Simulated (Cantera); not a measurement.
Charge: 1 mol B, 17 mol N2, 0.3 mol H2, 0.072 mol O2, equilibrated at 1675 K and 13.3 mbar.

These are equilibrium values from Cantera (NASA tables, ideal gas, pure condensed phases), not measurements of a reactor. Candidate condensed phases: B, BN, B2O3, B3O3H3, H2O; 39 gas species. Equilibrium is a limit: real reactors are often held back by kinetics, nucleation or transport.

Base state: N2 0.979, H2 0.0167, B2O3 0.00164, HBO 0.00131, HBO2 0.000535, B2O2 0.000497, BO 0.000209, H 0.000130 (mole fractions); condensed: BN(s).

**Question.** What changes in the equilibrium state with this change: B replaced by borazine?

**Answer.** 
| species | before | after |
|---|---|---|
| N2 | 0.979 | 0.835 |
| H2 | 0.0167 | 0.159 |
| HBO | 0.00131 | 0.00293 |
| H2O | 9.89e-6 | 6.34e-5 |
| H | 0.000130 | 0.000402 |
| B2O3 | 0.00164 | 0.000586 |
| BN(s), mol | 0.893 | 2.89 |
The feed counts by its element totals alone.

**Question.** What changes in the equilibrium state with this change: temperature from 1675 K to 2275 K?

**Answer.** 
| species | before | after |
|---|---|---|
| N2 | 0.979 | 0.970 |
| H2 | 0.0167 | 0.0129 |
| H | 0.000130 | 0.00835 |
| BO | 0.000209 | 0.00709 |
| B | <1e-9 | 0.000321 |
| BN | <1e-9 | 2.12e-5 |
| B2O | 5.88e-9 | 0.000110 |
| B2O3 | 0.00164 | 1.32e-7 |
| BN(s), mol | 0.893 | 0.848 |
The tables' values for BH2 are old estimates; treat these amounts as uncertain.

**Question.** What changes in the equilibrium state with this change: temperature from 1675 K to 1600 K?

**Answer.** 
```
species       before     after
----------  --------  --------
N2             0.979     0.979
H2            0.0167    0.0169
B2O3         0.00164   0.00186
HBO          0.00131  0.000804
B2O2        0.000497  0.000221
BO          0.000209   6.61e-5
H           0.000130   6.12e-5
H2O          9.89e-6   1.64e-5
HBO2        0.000535  0.000801
BN(s), mol     0.893     0.901
```
